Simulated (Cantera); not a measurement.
Input (Python, Cantera):

```python
import numpy as np
import cantera as ct

gas = ct.Solution("gri30.yaml")


def delay(T, t_max=10):
    gas.TPX = T, 220000, {'CH4': 1, 'CO': 0.15, 'O2': 1.89, 'N2': 7.09}
    reactor = ct.IdealGasReactor(gas, clone=False)
    net = ct.ReactorNet([reactor])
    net.rtol, net.atol = 1e-8, 1e-16
    while net.time < t_max:
        t_old, T_old = net.time, reactor.T
        net.step()
        if reactor.T > T + 400:  # ignition: a rise of 400 K
            return t_old + (T + 400 - T_old) / (reactor.T - T_old) * (net.time - t_old)
    return np.nan


taus = []
for T in [1250, 1350, 1450, 1550, 1650, 1750, 1850, 1950, 2050, 2150]:
    taus.append(delay(T))
    print(f"T0 = {T:6g} K   tau = {taus[-1]:.4e} s")
```

It prints:

```
T0 =   1250 K   tau = 1.2798e-02 s
T0 =   1350 K   tau = 3.5202e-03 s
T0 =   1450 K   tau = 1.0993e-03 s
T0 =   1550 K   tau = 3.9083e-04 s
T0 =   1650 K   tau = 1.5947e-04 s
T0 =   1750 K   tau = 7.4169e-05 s
T0 =   1850 K   tau = 3.8532e-05 s
T0 =   1950 K   tau = 2.1867e-05 s
T0 =   2050 K   tau = 1.3314e-05 s
T0 =   2150 K   tau = 8.5850e-06 s
```

Cantera simulation using GRI-Mech 3.0 (53 species, 325 reactions); the numbers are that mechanism's predictions, not measurements.
